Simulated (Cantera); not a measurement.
An adiabatic, constant-volume homogeneous reactor starts with 4.42 % C3H8, 20.1 % O2, 75.5 % N2, at 1173 K and 5.60 bar.

Computed with Cantera and GRI-Mech 3.0 (53 species, 325 reactions). GRI-Mech 3.0 was tuned for natural gas; its chemistry of propane as a main component is partial and can be far from experiment. Above 3000 K some thermodynamic fits are extrapolated.

**Question.** Predict: time of steepest temperature rise; temperature at 0.600 s; equilibrium temperature; x(O2) at 0.600 s; x(H) at 0.600 s; x(H2) at 0.600 s.

**Answer.** 
```json
{
  "time_of_steepest_temperature_rise": "4.00 ms",
  "temperature at 0.600 s": "3016 K",
  "equilibrium_temperature": "3016 K",
  "x(O2) at 0.600 s": "0.00982 (gas-phase equilibrium 0.00982)",
  "x(H) at 0.600 s": "0.00537 (gas-phase equilibrium 0.00537)",
  "x(H2) at 0.600 s": "0.0163 (gas-phase equilibrium 0.0163)"
}
```
